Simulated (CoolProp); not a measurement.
Vapour-liquid equilibrium of methanol (1) + ethylbenzene (2) at 1.11 MPa; x and y are mole fractions of (1).

The numbers come from the multi-fluid Helmholtz-energy mixture model, de Reuck 1993 and Zhou 2012; pair parameters Bell 2016 in CoolProp.

```
x     bubble temperature (K)  y at the bubble point  dew temperature at overall composition x (K)  liquid density (mol/L)
----  ----------------------  ---------------------  --------------------------------------------  ----------------------
0.05                   496.1                  0.374                                         524.3                   6.426
0.15                   459.7                  0.684                                         516.0                   7.299
0.25                   443.7                  0.782                                         507.4                   8.039
0.35                   435.3                  0.826                                         498.3                   8.807
0.45                   430.3                  0.853                                         488.4                   9.681
0.55                   426.6                  0.873                                         477.4                   10.73
0.65                   423.5                  0.893                                         464.6                   12.03
0.75                   420.7                  0.915                                         449.3                   13.69
0.85                   417.9                  0.942                                         430.7                   15.85
0.95                   415.2                  0.978                                         417.3                   18.76
```

No azeotrope shows between x = 0.05 and 0.95.

The pair parameters rest on a limited set of measurements; away from them the model extrapolates.
